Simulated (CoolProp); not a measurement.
Vapour-liquid equilibrium of R134a (1) + methanol (2) at 0.183 MPa; x and y are mole fractions of (1).

Computed with CoolProp (multi-fluid Helmholtz-energy mixture model, Tillner-Roth 1994 and de Reuck 1993; pair parameters Bell 2016).

Problem. Give the bubble temperature and the first vapour's composition at x = 0.35, 0.65, 0.95. Is there an azeotrope?

Solution. x = 0.35: 273.9 K, y = 0.979; x = 0.65: 268.5 K, y = 0.987; x = 0.95: 262.1 K, y = 0.998. No azeotrope shows between x = 0.05 and 0.95.

Pair parameters are fitted to limited data, so mixtures are less certain than the pure fluids. With so large a gap from Raoult's law the liquid may split in two, which this calculation doesn't test in full.
